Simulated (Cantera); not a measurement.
An isothermal, constant-pressure homogeneous reactor starts with CH₂O : O₂ : N₂ = 0.0028 : 0.0058 : 1 (molar parts), equivalence ratio 0.48, at 1300 K and 12000 Torr. Integrator tolerance rtol = 1e-08.

Computed with Cantera and GRI-Mech 3.0 (53 species, 325 reactions). The pressure lies above the range GRI-Mech 3.0 was tuned for (to about 10 atm).

Task: What does this change do: CH2O 0.0028 to 0.021 parts?

Result: 
```tsv
quantity	before	after
x(CH₂O) at 10.0 s	<1e-12 (gas-phase equilibrium <1e-12)	1.55e-9 (gas-phase equilibrium 1.59e-9)
x(O₂) at 10.0 s	0.00297 (gas-phase equilibrium 0.00295)	<1e-12 (gas-phase equilibrium <1e-12)
x(CO) at 10.0 s	1.96e-9 (gas-phase equilibrium 1.97e-9)	0.0170 (gas-phase equilibrium 0.0157)
x(N₂O) at 10.0 s	1.58e-8 (gas-phase equilibrium 1.57e-8)	<1e-12 (gas-phase equilibrium <1e-12)
x(H) at 10.0 s	9.28e-12 (gas-phase equilibrium 9.30e-12)	3.08e-8 (gas-phase equilibrium 3.23e-8)
```

Task: What does this change do: 0.0026 parts CH4 added?

Result: 
| quantity | before | after |
|---|---|---|
| x(CH₂O) at 10.0 s | <1e-12 (gas-phase equilibrium <1e-12) | 5.26e-10 (gas-phase equilibrium 3.53e-11) |
| x(O₂) at 10.0 s | 0.00297 (gas-phase equilibrium 0.00295) | 1.06e-10 (gas-phase equilibrium <1e-12) |
| x(CO) at 10.0 s | 1.96e-9 (gas-phase equilibrium 1.97e-9) | 0.00259 (gas-phase equilibrium 0.00215) |
| x(N₂O) at 10.0 s | 1.58e-8 (gas-phase equilibrium 1.57e-8) | <1e-12 (gas-phase equilibrium <1e-12) |
| x(H) at 10.0 s | 9.28e-12 (gas-phase equilibrium 9.30e-12) | 1.09e-8 (gas-phase equilibrium 1.30e-8) |
